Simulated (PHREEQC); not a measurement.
A solution holds 0.0073 mol CuSO4, 0.0029 mol HBF4 and 0.0047 mol Na2SO4 per kg of water, at 25 °C. Closed to the air; pH follows from the charge balance.

Equilibrium calculation in PHREEQC: ion-association model, wateq4f.dat.

Task: The ionic strength comes out as 0.0349 mol/kgw. What activity coefficients do H+, BF4-, SO4-2, BF2(OH)2-, Na+ get?

Result: H+ 0.87, BF4- 0.83, SO4-2 0.51, BF2(OH)2- 0.83, Na+ 0.84.

No solid was allowed to form. Species that the database lacks are ignored. Real BF4- forms and hydrolyses slowly; the run takes it at equilibrium.
